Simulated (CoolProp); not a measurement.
Values from CoolProp's reference Helmholtz-energy equation of state, Penoncello 2003.

Question: For CHF3 (R23), give the phase and the Z, Joule-Thomson coefficient (K/MPa), expansivity (1/kK) at 107.45 °C and 41.3 bar; 170.35 °C and 41.3 bar; 201.85 °C and 41.3 bar.

Answer: 
- 107.45 °C and 41.3 bar: gas; Z 0.865, Joule-Thomson coefficient 6.19, expansivity 4.36
- 170.35 °C and 41.3 bar: gas; Z 0.931, Joule-Thomson coefficient 4.00, expansivity 3.03
- 201.85 °C and 41.3 bar: gas; Z 0.950, Joule-Thomson coefficient 3.30, expansivity 2.66
